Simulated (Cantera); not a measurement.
An isothermal, constant-pressure homogeneous reactor starts with H2 : O2 = 0.018 : 0.24 (molar parts), at 1450 K and 0.0188 atm.

Detailed kinetics in Cantera: GRI-Mech 3.0 (53 species, 325 reactions). Radical loss at walls, strong at low pressure, is not modelled. The temperature is held fixed by assumption; the heat of reaction is taken as removed at once.

x: mole fraction; the columns are a selection and need not sum to one.

| t (s) | x H2 | x O2 | x H | x H2O | x H2O2 | x HO2 |
|---|---|---|---|---|---|---|
| 0.000200 | 0.0697 | 0.930 | 6.60e-6 | 1.85e-5 | [?] | 8.48e-7 |
| 0.000397 | 0.0665 | 0.928 | 0.000751 | 0.00223 | [?] | 2.03e-6 |
| 0.000790 | 0.00257 | 0.874 | 0.0106 | 0.0568 | [?] | 3.30e-6 |
| 0.00157 | 0.00153 | 0.874 | 0.00933 | 0.0593 | 8.51e-8 | 3.13e-6 |
| 0.00312 | 0.00147 | 0.876 | 0.00872 | 0.0599 | 8.46e-8 | 3.10e-6 |
| 0.00620 | 0.00136 | 0.880 | 0.00764 | 0.0609 | 8.35e-8 | 3.04e-6 |
| 0.0123 | 0.00117 | 0.888 | 0.00592 | 0.0626 | 8.08e-8 | 2.91e-6 |
| 0.0245 | 0.000867 | 0.899 | 0.00368 | 0.0650 | 7.47e-8 | 2.63e-6 |
| 0.0487 | 0.000514 | 0.910 | 0.00163 | 0.0677 | [?] | 2.12e-6 |
| 0.0968 | 0.000230 | 0.920 | 0.000474 | 0.0698 | [?] | 1.39e-6 |
| 0.192 | 8.12e-5 | 0.925 | 9.79e-5 | 0.0710 | [?] | 7.22e-7 |
| 0.382 | 2.56e-5 | 0.926 | 1.72e-5 | 0.0716 | [?] | 3.16e-7 |
| 0.760 | 8.08e-6 | 0.927 | 3.05e-6 | 0.0719 | [?] | 1.46e-7 |
| 1.51 | 2.76e-6 | 0.927 | 6.09e-7 | 0.0721 | [?] | 9.81e-8 |
| 3.00 | 1.10e-6 | 0.928 | 1.53e-7 | 0.0722 | [?] | 1.03e-7 |

Q: Fill in the missing entries.

A: 
- 0.000200, x H2O2: 3.69e-9
- 0.000397, x H2O2: 1.22e-8
- 0.000790, x H2O2: 1.04e-7
- 0.0487, x H2O2: 6.25e-8
- 0.0968, x H2O2: 4.48e-8
- 0.192, x H2O2: 2.72e-8
- 0.382, x H2O2: 1.46e-8
- 0.760, x H2O2: 7.32e-9
- 1.51, x H2O2: 3.67e-9
- 3.00, x H2O2: 2.08e-9
